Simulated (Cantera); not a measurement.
Mixture: CH₄ : CO : O₂ : N₂ = 1 : 0.38 : 1.68 : 6.33 (molar parts), equivalence ratio 1.3, at 1000000 Pa, adiabatic and at constant volume. Ignition delay is the time to a rise of 400 K.

Model: GRI-Mech 3.0 (53 species, 325 reactions), integrated in Cantera.

**Question.** Predict: delay at 1298 K; delay at 1448 K; delay at 1598 K; delay at 1748 K; apparent activation energy between 1673 and 1823 K.

**Answer.** 
```json
{
  "delay at 1298 K": "2.16 ms",
  "delay at 1448 K": "0.381 ms",
  "delay at 1598 K": "84.8 µs",
  "delay at 1748 K": "23.6 µs",
  "apparent activation energy between 1673 and 1823 K": "200 kJ/mol"
}
```
